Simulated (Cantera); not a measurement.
Feed: 1 mol Hg, 0.033 mol O2, 9.1 mol H2, at 852 °C and 1.00 bar.

These are equilibrium values from Cantera (NASA tables, ideal gas, pure condensed phases), not measurements of a reactor. Candidate condensed phases: H2O, Hg, HgO; 10 gas species. Equilibrium is a limit: real reactors are often held back by kinetics, nucleation or transport.

Base state: H2 0.894, Hg 0.0990, H2O 0.00653 (mole fractions); condensed: gas only.

Q: What changes in the equilibrium state with this change: O2 from 0.033 to 0.8 mol?

A: 
| species | before | after |
|---|---|---|
| H2 | 0.894 | 0.743 |
| H2O | 0.00653 | 0.158 |
| Hg | 0.0990 | 0.0990 |
